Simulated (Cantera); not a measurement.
Mixture: C₃H₈ : O₂ : N₂ = 1 : 5.49 : 20.7 (molar parts), equivalence ratio 0.91, at 40000 Pa, adiabatic and at constant pressure. Ignition delay is the time to a rise of 400 K.

Detailed kinetics in Cantera: GRI-Mech 3.0 (53 species, 325 reactions). GRI-Mech 3.0 was tuned for natural gas; its chemistry of propane as a main component is partial and can be far from experiment.

Question: At T0 = 1650 K, what is the delay, and which 6 reactions control it most (d ln τ / d ln k, from doubling and halving each rate constant)?

Answer: The delay is 51.4 µs.
| reaction | d ln τ / d ln k | faster rate |
|---|---|---|
| H + O2 <=> O + OH | -0.36 | shortens it |
| C2H5 + CH3 (+M) <=> C3H8 (+M) | -0.36 | shortens it |
| CH3 + HO2 <=> CH3O + OH | -0.18 | shortens it |
| C3H8 + H <=> C3H7 + H2 | 0.16 | lengthens it |
| C2H3 + O2 <=> CH2CHO + O | -0.08 | shortens it |
| C2H5 + O2 <=> C2H4 + HO2 | -0.08 | shortens it |
